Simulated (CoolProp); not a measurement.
Values from CoolProp's reference Helmholtz-energy equation of state, Platzer 1990. This equation is an older, rougher fit.

Q: For CF4 (R14), give the phase and the Joule-Thomson coefficient (K/MPa), conductivity (mW/(m K)) at -18.65 °C and 0.0155 MPa; -18.65 °C and 0.171 MPa.

A: 
- -18.65 °C and 0.0155 MPa: gas; Joule-Thomson coefficient 7.90, conductivity 12.5
- -18.65 °C and 0.171 MPa: gas; Joule-Thomson coefficient 7.95, conductivity 12.6

Thermal conductivity comes from a separate model (Huber 2003), an estimate that may be off by 10 % or more.
